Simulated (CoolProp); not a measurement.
Properties of nitrous oxide along the isobar 313 kPa (Tc = 309.5 K, pc = 7245 kPa, ω = 0.161).

The numbers come from the reference Helmholtz-energy equation of state, Lemmon 2006 in CoolProp. It is a short technical equation, of lower accuracy than the large ones.

```
T (K)  phase  cp (kJ/(kg K))  cv (kJ/(kg K))  speed of sound (m/s)  expansivity (1/kK)
-----  -----  --------------  --------------  --------------------  ------------------
305.8    gas          0.9033          0.7011                 268.5               3.438
323.4    gas          0.9174          0.7172                 275.9               3.226
341.1    gas          0.9316          0.7330                 283.0               3.039
358.7    gas          0.9455          0.7482                 289.9               2.876
376.4    gas          0.9593          0.7630                 296.6               2.729
394.1    gas          0.9728          0.7774                 303.2               2.598
411.7    gas          0.9858          0.7912                 309.5               2.480
429.4    gas          0.9987          0.8046                 315.7               2.372
447      gas           1.011          0.8176                 321.8               2.274
464.7    gas           1.023          0.8302                 327.8               2.184
482.3    gas           1.035          0.8423                 333.6               2.101
500      gas           1.046          0.8541                 339.3               2.024
```
